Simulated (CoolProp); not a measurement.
A single-stage vapour-compression cycle with the fluid: evaporating at 271.15 K (dew point), condensing at 339.15 K (bubble point), superheat 5 K, subcooling 5 K, compressor efficiency 0.9, no pressure losses. The same conditions are run with several fluids, on thermodynamics alone (safety and materials aside).

Computed with CoolProp (reference Helmholtz-energy equation of state of each fluid (R407C: Lemmon 2003; cis-2-butene: Lemmon 2005; n-perfluorobutane: Gao 2022; R1233zd(E): Akasaka 2022; R1336mzz(Z): McLinden 2020; CH2F2 (R32): Tillner-Roth 1997)). Blends and air are pseudo-pure fits.

### Question
Rank R407C, cis-2-butene, n-perfluorobutane, R1233zd(E), R1336mzz(Z), CH2F2 (R32) by cooling COP, highest first.

### Answer
cis-2-butene (2.81), R1233zd(E) (2.76), R1336mzz(Z) (2.61), CH2F2 (R32) (2.29), R407C (2.09), n-perfluorobutane (1.52)

| fluid | pressure ratio | discharge temperature (K) | refrigerating effect (kJ/kg) | volumetric capacity (kJ/m³) |
|---|---|---|---|---|
| R407C | 7.33 | 371.1 | 117 | 2090 |
| cis-2-butene | 8.29 | 354.2 | 283 | 580 |
| n-perfluorobutane | 8.22 | 339.1 | 28.8 | 317 |
| R1233zd(E) | 10.4 | 345.1 | 132 | 340 |
| R1336mzz(Z) | 13.0 | 339.1 | 107 | 174 |
| CH2F2 (R32) | 5.88 | 401.7 | 198 | 3970 |

The compression ends wet for: n-perfluorobutane; R1336mzz(Z).
